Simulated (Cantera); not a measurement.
A Cantera script and what it prints.

```python
import numpy as np
import cantera as ct

gas_names = """
    F FO FO2 F2 F2O H HF HOF HO2 H2 H2F2 H2O H2O2 H3F3 H4F4 H5F5 H6F6 H7F7 Mg MgF MgF2 MgH MgO MgOH
    MgO2H2 Mg2 Mg2F4 O OH O2 O3
""".split()
cond_names = """
    H2O(s) H2O(L) Mg(cr) Mg(L) MgF2(s) MgF2(L) MgO(s) MgO(L) MgO2H2(s)
""".split()


def load(file, names, dense=False):
    # The tables refer to 1 bar. Condensed volumes are neglected.
    table = {s.name: s for s in ct.Species.list_from_file(file)}
    out = []
    for n in names:
        d = dict(table[n].input_data)
        d["thermo"] = dict(d["thermo"], **{"reference-pressure": 1e5})
        if dense:
            d["equation-of-state"] = {"model": "constant-volume", "density": "1e6 g/cm^3"}
        out.append(ct.Species.from_dict(d))
    return out


gas = ct.Solution(thermo="ideal-gas", species=load("nasa_gas.yaml", gas_names))
cond = {s.name: ct.Solution(thermo="fixed-stoichiometry", species=[s], name=s.name)
        for s in load("nasa_condensed.yaml", cond_names, dense=True)}
atoms = {
    'MgO': {'Mg': 1, 'O': 1},
    'HF': {'H': 1, 'F': 1},
}
top_T = {}  # K; cautious upper limits of use, not melting points


def equilibrate(T, P, feed):
    n = {}
    for name, mol in feed.items():
        for a, k in atoms[name].items():
            n[a] = n.get(a, 0.0) + k * mol
    gas.TPX = T, P, n
    mass = sum(n.values()) * gas.mean_molecular_weight
    gas.equilibrate("TP")
    valid = [c for c in cond.values() if c.min_temp <= T <= top_T.get(c.name, c.max_temp)]
    mix = ct.Mixture([(gas, mass / gas.mean_molecular_weight)] + [(c, 0.0) for c in valid])
    mix.T, mix.P = T, P
    mix.equilibrate("TP", solver="vcs", rtol=1e-11, max_steps=5000)
    return mix


results = []
feed = {'MgO': 1, 'HF': 5.7}  # mol
P = 133.322  # Pa
for T in [1148, 1223, 1298, 1373, 1448, 1523, 1598, 1673, 1748]:
    mix = equilibrate(T, P, feed)
    results.append((T, P, feed, dict(zip(mix.species_names, mix.species_moles))))

top = {s: max(r[3][s] / sum(r[3][g] for g in gas_names) for r in results) for s in gas_names}
cols = sorted((s for s in top if top[s] > 1e-05), key=lambda s: -top[s])[:8]
seen = [c for c in cond_names if any(r[3].get(c, 0) > 1e-12 for r in results)]
print("log10 of partial pressures in bar; condensed amounts in mol")
print(f"{'T/K':>10s}" + "".join(f"{s[:9]:>10s}" for s in cols + seen))
for T, P, feed, n in results:
    ng = sum(n[g] for g in gas_names)
    print(f"{T:10.4g}" + "".join(f"{np.log10(max(n[s] / ng * P / 1e5, 1e-99)):10.3f}" for s in cols)
          + "".join(f"{n.get(c, 0):10.4g}" for c in seen))
```

Output:

```
log10 of partial pressures in bar; condensed amounts in mol
       T/K        HF       H2O      MgF2        H2        O2        OH         H       MgF   MgF2(s)    MgO(s)
      1148    -2.979    -3.547    -8.268    -7.850    -8.167    -8.991   -11.070   -15.392         1         0
      1223    -2.979    -3.547    -7.211    -7.386    -7.707    -8.422   -10.215   -13.507    0.9998         0
      1298    -2.960    -3.628    -6.281    -7.028    -7.354    -7.972    -9.484   -11.890    0.8543    0.1438
      1373    -2.911    -3.995    -5.457    -6.906    -7.236    -7.768    -8.930   -10.585    0.3892    0.5969
      1448    -2.895    -4.380    -4.722    -6.833    -7.167    -7.623    -8.452    -9.409   0.09599    0.8243
      1523    -2.901    -4.416    -4.412    -6.559    -6.896    -7.283    -7.916    -8.579         0    0.8345
      1598    -2.910    -4.297    -4.291    -6.211    -6.549    -6.875    -7.379    -7.933         0    0.7811
      1673    -2.920    -4.193    -4.183    -5.897    -6.234    -6.506    -6.892    -7.346         0    0.7191
      1748    -2.933    -4.102    -4.087    -5.615    -5.946    -6.170    -6.448    -6.812         0    0.6487
```

These are equilibrium values from Cantera (NASA tables, ideal gas, pure condensed phases), not measurements of a reactor. Mutual solubility and eutectic melting of coexisting phases are not modelled.
